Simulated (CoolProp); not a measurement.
Vapour-liquid equilibrium of propylene (1) + R114 (2) at 304.1 K; x and y are mole fractions of (1).

Computed with CoolProp (multi-fluid Helmholtz-energy mixture model, Lemmon 2013 and Platzer 1990; pair parameters Bell 2016). This equation is an older, rougher fit; its heat capacities, sound speeds and derivatives of the liquid may be far off and weren't checked against measurements.

### Question
Give the bubble pressure and the first vapour's composition at x = 0.5, 0.65, 0.95. Is there an azeotrope?

### Answer
x = 0.5: 864.0 kPa, y = 0.804; x = 0.65: 1007 kPa, y = 0.866; x = 0.95: 1286 kPa, y = 0.979. No azeotrope shows between x = 0.05 and 0.95.

Pair parameters are fitted to limited data, so mixtures are less certain than the pure fluids.
